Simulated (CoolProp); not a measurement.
Vapour-liquid equilibrium of propane (1) + isobutene (2) at 310.1 K; x and y are mole fractions of (1).

Model: multi-fluid Helmholtz-energy mixture model, Lemmon 2009 and Lemmon 2005; pair parameters Bell 2016, in CoolProp.

Q: Give the bubble pressure and the first vapour's composition at x = 0.25, 0.65, 0.95. Is there an azeotrope?

A: x = 0.25: 663.9 kPa, y = 0.468; x = 0.65: 974.5 kPa, y = 0.803; x = 0.95: 1230 kPa, y = 0.976. No azeotrope shows between x = 0.05 and 0.95.

Pair parameters are fitted to limited data, so mixtures are less certain than the pure fluids. The gap from Raoult's law changes sign with composition, which may be real or a fault of the pair parameters; it wasn't checked against measurements.
